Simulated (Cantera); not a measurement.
An isothermal, constant-pressure homogeneous reactor starts with H2 : O2 : N2 = 0.44 : 1 : 13 (molar parts), equivalence ratio 0.22, at 1375 K and 80000 Pa. Integrator tolerance rtol = 1e-08.

Model: GRI-Mech 3.0 (53 species, 325 reactions), integrated in Cantera.

Question: What does this change do: temperature 1375 to 1323 K?

Answer: 
```
quantity                                              before                                      after
-----------------  -----------------------------------------  -----------------------------------------
x(H2) at 40.0 s      4.55e-8 (gas-phase equilibrium 4.55e-8)    1.93e-8 (gas-phase equilibrium 1.93e-8)
x(O2) at 40.0 s        0.0548 (gas-phase equilibrium 0.0547)      0.0548 (gas-phase equilibrium 0.0547)
x(O) at 40.0 s       1.68e-7 (gas-phase equilibrium 1.67e-7)    7.01e-8 (gas-phase equilibrium 7.00e-8)
x(H2O2) at 40.0 s  6.12e-10 (gas-phase equilibrium 6.11e-10)  4.23e-10 (gas-phase equilibrium 4.22e-10)
x(NO) at 40.0 s     4.67e-6 (gas-phase equilibrium 0.000347)   3.46e-6 (gas-phase equilibrium 0.000253)
x(N2O) at 40.0 s     2.14e-8 (gas-phase equilibrium 2.14e-8)    1.60e-8 (gas-phase equilibrium 1.60e-8)
```
